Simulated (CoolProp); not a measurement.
R11 along the isobar 50.5 bar: fugacity coefficient from the reference equation and from simpler models built on Tc = 471.1 K, pc = 44.08 bar, ω = 0.189; each cubic takes its own stable root.

Values from CoolProp's reference Helmholtz-energy equation of state, Jacobsen 1992.

```
T (K)          phase  reference
-----  -------------  ---------
417.2         liquid     0.3311
424.7         liquid     0.3653
432.2         liquid     0.4008
439.7         liquid     0.4373
447.3         liquid     0.4752
454.8         liquid     0.5130
462.3         liquid     0.5509
469.9         liquid     0.5887
477.4  supercritical     0.6241
484.9  supercritical     0.6525
492.5  supercritical     0.6742
500    supercritical     0.6926
```

### Question
How far does each simpler model (van der Waals, Redlich-Kwong, Soave-Redlich-Kwong, Peng-Robinson) lie from the reference over these 12 states: mean and median of the absolute difference, and the worst?

### Answer
- van der Waals: mean 14.4 %, median 11.4 %, worst +37.0 % at 417.2 K and 50.5 bar
- Redlich-Kwong: mean 4.0 %, median 3.1 %, worst +10.7 % at 417.2 K and 50.5 bar
- Soave-Redlich-Kwong: mean 1.5 %, median 1.7 %, worst +2.4 % at 417.2 K and 50.5 bar
- Peng-Robinson: mean 2.3 %, median 2.1 %, worst -3.2 % at 500 K and 50.5 bar
